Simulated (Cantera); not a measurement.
Mixture: CH₄ : H₂ : O₂ : N₂ = 1 : 0.56 : 2.59 : 9.74 (molar parts), equivalence ratio 0.88, at 11.0 bar, adiabatic and at constant volume. Ignition delay is the time to a rise of 400 K.

Computed with Cantera and GRI-Mech 3.0 (53 species, 325 reactions).

What does this change do: H2 0.56 to 0.38 parts?


```
quantity                                                before       after
--------------------------------------------------  ----------  ----------
delay at 1100 K                                        1.41 ms     1.65 ms
delay at 1175 K                                       0.403 ms    0.537 ms
delay at 1250 K                                       0.170 ms    0.245 ms
delay at 1325 K                                        90.2 µs    0.133 ms
delay at 1400 K                                        53.0 µs     77.6 µs
delay at 1475 K                                        32.7 µs     46.8 µs
apparent activation energy between 1325 and 1475 K  110 kJ/mol  110 kJ/mol
```
